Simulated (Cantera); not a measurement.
# SrCl2 + H2 + N2 (halide evaporation, hydrolysis and transport)

Input: 1 mol SrCl2, 22 mol H2, 0.14 mol N2, equilibrated at 2.10e-5 bar.

These are equilibrium values from Cantera (NASA tables, ideal gas, pure condensed phases), not measurements of a reactor. Candidate condensed phases: NH4Cl, Sr, SrCl2; 15 gas species. The numbers say what is thermodynamically allowed, not how fast it happens.

From 773 K to 1073 K the condensed part is SrCl2(s). At 1148 K the condensed part is SrCl2(l). From 1223 K to 1673 K nothing is condensed.

| T (K) | log p H2 | log p SrCl2 | log p H | log p HCl | log p N2 | log p SrCl | log p Sr | log p Cl | n SrCl2(s) | n SrCl2(l) |
|---|---|---|---|---|---|---|---|---|---|---|
| 773 | -4.68 | -13.91 | -14.38 | -14.73 | -6.88 | -15.98 | -15.05 | <-16 | 1.00 | 0 |
| 848 | -4.68 | -11.86 | -13.06 | -13.14 | -6.88 | -14.00 | -13.50 | <-16 | 1.000 | 0 |
| 923 | -4.68 | -10.16 | -11.95 | -11.80 | -6.88 | -12.37 | -12.24 | <-16 | 1.000 | 0 |
| 998 | -4.68 | -8.73 | -11.01 | -10.65 | -6.88 | -11.01 | -11.20 | <-16 | 0.998 | 0 |
| 1073 | -4.68 | -7.53 | -10.19 | -9.65 | -6.88 | -9.88 | -10.35 | -15.21 | 0.969 | 0 |
| 1148 | -4.69 | -6.51 | -9.49 | -8.78 | -6.88 | -8.92 | -9.65 | -13.64 | 0 | 0.665 |
| 1223 | -4.70 | -6.04 | -8.87 | -8.21 | -6.90 | -8.34 | -9.10 | -12.44 | 0 | 0 |
| 1298 | -4.70 | -6.05 | -8.32 | -7.88 | -6.90 | -8.05 | -8.67 | -11.57 | 0 | 0 |
| 1373 | -4.70 | -6.05 | -7.83 | -7.58 | -6.90 | -7.79 | -8.29 | -10.79 | 0 | 0 |
| 1448 | -4.70 | -6.06 | -7.39 | -7.31 | -6.90 | -7.57 | -7.95 | -10.08 | 0 | 0 |
| 1523 | -4.70 | -6.08 | -6.99 | -7.07 | -6.90 | -7.38 | -7.65 | -9.45 | 0 | 0 |
| 1598 | -4.71 | -6.10 | -6.63 | -6.85 | -6.90 | -7.22 | -7.39 | -8.87 | 0 | 0 |
| 1673 | -4.72 | -6.13 | -6.30 | -6.66 | -6.90 | -7.08 | -7.16 | -8.36 | 0 | 0 |
log p: log10 of the partial pressure in bar; n: condensed amount in mol.
